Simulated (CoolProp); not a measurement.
Vapour-liquid equilibrium of cyclohexane (1) + dimethyl carbonate (2) at 347 K; x and y are mole fractions of (1).

Computed with CoolProp (multi-fluid Helmholtz-energy mixture model, Zhou 2014 and Zhou 2011; pair parameters Bell 2016).

| x | bubble pressure (MPa) | y at the bubble point | dew pressure at overall composition x (MPa) | liquid density (mol/L) |
|---|---|---|---|---|
| 0.05 | 0.07090 | 0.209 | 0.06120 | 10.89 |
| 0.15 | 0.08685 | 0.403 | 0.06702 | 10.55 |
| 0.25 | 0.09542 | 0.492 | 0.07390 | 10.23 |
| 0.35 | 0.09985 | 0.542 | 0.08203 | 9.939 |
| 0.45 | 0.1021 | 0.575 | 0.09134 | 9.674 |
| 0.55 | 0.1031 | 0.601 | 0.1005 | 9.433 |
| 0.65 | 0.1033 | 0.630 | 0.1029 | 9.216 |
| 0.75 | 0.1023 | 0.669 | 0.09800 | 9.023 |
| 0.85 | 0.09883 | 0.736 | 0.09150 | 8.851 |
| 0.95 | 0.09009 | 0.872 | 0.08508 | 8.700 |

y crosses x between x = 0.55 and 0.65: the model has an azeotrope there.

The pair parameters rest on a limited set of measurements; away from them the model extrapolates.
